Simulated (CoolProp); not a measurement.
Model: reference Helmholtz-energy equation of state, Schroeder 2014, in CoolProp.

Question: For ethanol, give the phase and the density (kg/m³), cv (kJ/(kg K)), speed of sound (m/s), expansivity (1/kK) at 572.8 K and 20.9 bar; 572.8 K and 146 bar; 572.8 K and 157 bar.

Answer: 
- 572.8 K and 20.9 bar: gas; density 21.6, cv 2.23, speed of sound 320, expansivity 2.34
- 572.8 K and 146 bar: supercritical; density 331, cv 3.16, speed of sound 271, expansivity 11.7
- 572.8 K and 157 bar: supercritical; density 357, cv 3.14, speed of sound 295, expansivity 9.89
